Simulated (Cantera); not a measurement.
A freely propagating, adiabatic, planar premixed flame of 17.7 % H2, 13.6 % O2, 66.6 % N2, 2.12 % H2O, unburnt at 700 K and 0.170 bar; mixture-averaged transport, grid criteria slope 0.08 and curve 0.16, no radiation.

Cantera simulation using the H2/O2 subset of GRI-Mech 3.0, which has no nitrogen chemistry; the numbers are that mechanism's predictions, not measurements. Burning velocities carry a grid error of a few per cent, more on coarse grids. Lean hydrogen flames are cellular in practice and burn faster than this planar one.

x: mole fraction of selected species; z is measured from the peak of heat release.

| z (mm) | T (K) | u (m/s) | x H2 | x O2 | x H2O | x OH | x H | x HO2 |
|---|---|---|---|---|---|---|---|---|
| -16.6 | 700 | 5.50 | 0.177 | 0.136 | 0.0212 | <1e-8 | <1e-8 | <1e-8 |
| -11.0 | 700 | 5.50 | 0.177 | 0.136 | 0.0212 | <1e-8 | <1e-8 | <1e-8 |
| -8.28 | 700 | 5.50 | 0.177 | 0.136 | 0.0212 | <1e-8 | <1e-8 | <1e-8 |
| -5.52 | 700 | 5.50 | 0.177 | 0.136 | 0.0212 | <1e-8 | 6.38e-7 | ? |
| -2.76 | 710 | 5.57 | 0.174 | 0.136 | 0.0221 | 3.13e-5 | 0.000413 | ? |
| -1.38 | 812 | 6.31 | 0.153 | 0.131 | 0.0342 | 0.000317 | 0.00613 | ? |
| 0 | 1096 | 8.32 | 0.0713 | 0.0990 | 0.101 | 0.00254 | 0.0320 | ? |
| 1.38 | 1314 | 9.86 | 0.0222 | 0.0663 | 0.157 | 0.00571 | 0.0393 | ? |
| 2.76 | 1421 | 10.6 | 0.0173 | 0.0606 | 0.168 | 0.00720 | 0.0328 | ? |
| 5.52 | 1540 | 11.4 | 0.0158 | 0.0579 | 0.176 | 0.00867 | 0.0237 | ? |
| 11.0 | 1660 | 12.2 | 0.0134 | 0.0556 | 0.184 | 0.00968 | 0.0151 | ? |
| 22.1 | 1771 | 12.9 | 0.0101 | 0.0538 | 0.193 | 0.00976 | 0.00824 | ? |
| 44.1 | 1861 | 13.5 | 0.00641 | 0.0526 | 0.201 | 0.00871 | 0.00367 | ? |

Task: What belongs in the gaps?

Result: 
- -5.52, x HO2: 1.22e-6
- -2.76, x HO2: 4.53e-5
- -1.38, x HO2: 3.42e-5
- 0, x HO2: 1.83e-5
- 1.38, x HO2: 1.02e-5
- 2.76, x HO2: 8.04e-6
- 5.52, x HO2: 6.36e-6
- 11.0, x HO2: 4.89e-6
- 22.1, x HO2: 3.57e-6
- 44.1, x HO2: 2.38e-6
